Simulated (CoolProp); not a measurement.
Vapour-liquid equilibrium of propylene (1) + propane (2) at 1.54 bar; x and y are mole fractions of (1).

Values from CoolProp's multi-fluid Helmholtz-energy mixture model, Lemmon 2013 and Lemmon 2009; pair parameters Bell 2016.

Problem. Give the bubble temperature and the first vapour's composition at x = 0.425, 0.875, 0.95. Is there an azeotrope?

Solution. x = 0.425: -35.5 °C, y = 0.485; x = 0.875: -37.6 °C, y = 0.890; x = 0.95: -37.8 °C, y = 0.956. No azeotrope shows between x = 0.05 and 0.95.

The pair parameters rest on a limited set of measurements; away from them the model extrapolates.
